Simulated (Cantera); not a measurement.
What does this Cantera script print?

```python
import numpy as np
import cantera as ct

gas_names = """
    C CN C2 CCN CNC C2N2 C3 C4 C4N2 C5 N N2 Si SiC SiC2 SiN Si2 Si2C Si2N Si3
""".split()
cond_names = """
    C(gr) Si(cr) Si(L) SiC(b) Si3N4(a)
""".split()


def load(file, names, dense=False):
    # The tables refer to 1 bar. Condensed volumes are neglected.
    table = {s.name: s for s in ct.Species.list_from_file(file)}
    out = []
    for n in names:
        d = dict(table[n].input_data)
        d["thermo"] = dict(d["thermo"], **{"reference-pressure": 1e5})
        if dense:
            d["equation-of-state"] = {"model": "constant-volume", "density": "1e6 g/cm^3"}
        out.append(ct.Species.from_dict(d))
    return out


gas = ct.Solution(thermo="ideal-gas", species=load("nasa_gas.yaml", gas_names))
cond = {s.name: ct.Solution(thermo="fixed-stoichiometry", species=[s], name=s.name)
        for s in load("nasa_condensed.yaml", cond_names, dense=True)}
atoms = {
    'Si3N4': {'Si': 3, 'N': 4},
    'N2': {'N': 2},
    'C': {'C': 1},
}
top_T = {'C(gr)': 4500, 'SiC(b)': 3050, 'Si3N4(a)': 2400}  # K; cautious upper limits of use, not melting points


def equilibrate(T, P, feed):
    n = {}
    for name, mol in feed.items():
        for a, k in atoms[name].items():
            n[a] = n.get(a, 0.0) + k * mol
    gas.TPX = T, P, n
    mass = sum(n.values()) * gas.mean_molecular_weight
    gas.equilibrate("TP")
    valid = [c for c in cond.values() if c.min_temp <= T <= top_T.get(c.name, c.max_temp)]
    mix = ct.Mixture([(gas, mass / gas.mean_molecular_weight)] + [(c, 0.0) for c in valid])
    mix.T, mix.P = T, P
    mix.equilibrate("TP", solver="vcs", rtol=1e-11, max_steps=5000)
    return mix


results = []
feed = {'Si3N4': 1, 'N2': 0.041, 'C': 0.09}  # mol
P = 133.322  # Pa
for T in [2173, 2248, 2323, 2398, 2473, 2548, 2623, 2698]:
    mix = equilibrate(T, P, feed)
    results.append((T, P, feed, dict(zip(mix.species_names, mix.species_moles))))

top = {s: max(r[3][s] / sum(r[3][g] for g in gas_names) for r in results) for s in gas_names}
cols = sorted((s for s in top if top[s] > 0.001), key=lambda s: -top[s])[:9]
seen = [c for c in cond_names if any(r[3].get(c, 0) > 1e-12 for r in results)]
print("log10 of partial pressures in bar; condensed amounts in mol")
print(f"{'T/K':>10s}" + "".join(f"{s[:9]:>10s}" for s in cols + seen))
for T, P, feed, n in results:
    ng = sum(n[g] for g in gas_names)
    print(f"{T:10.4g}" + "".join(f"{np.log10(max(n[s] / ng * P / 1e5, 1e-99)):10.3f}" for s in cols)
          + "".join(f"{n.get(c, 0):10.4g}" for c in seen))
```

Result:

```
log10 of partial pressures in bar; condensed amounts in mol
       T/K        N2        Si      Si2C       Si2      SiC2      Si2N       SiN       Si3        CN     Si(L)    SiC(b)
      2173    -2.989    -3.548    -4.821    -5.367    -6.622    -5.739    -5.792    -6.071    -7.846     2.286   0.05902
      2248    -3.152    -3.236    -4.523    -4.991    -6.241    -5.598    -5.624    -5.709    -7.608     1.049         0
      2323    -3.257    -3.130    -4.640    -5.014    -6.114    -5.815    -5.630    -5.933    -7.383         0         0
      2398    -3.260    -3.124    -4.709    -5.220    -5.636    -6.157    -5.681    -6.420    -6.897         0         0
      2473    -3.262    -3.119    -4.845    -5.416    -5.325    -6.479    -5.729    -6.880    -6.510         0         0
      2548    -3.265    -3.115    -5.034    -5.602    -5.155    -6.785    -5.775    -7.316    -6.206         0         0
      2623    -3.266    -3.112    -5.254    -5.779    -5.072    -7.074    -5.819    -7.730    -5.958         0         0
      2698    -3.268    -3.110    -5.486    -5.949    -5.042    -7.349    -5.861    -8.124    -5.746         0         0
```

Method: chemical equilibrium by Gibbs-energy minimisation in Cantera with the NASA 1993 tables (ideal gas, pure condensed phases). Mutual solubility and eutectic melting of coexisting phases are not modelled. The tables' values for SiN are old estimates; treat these amounts as uncertain.
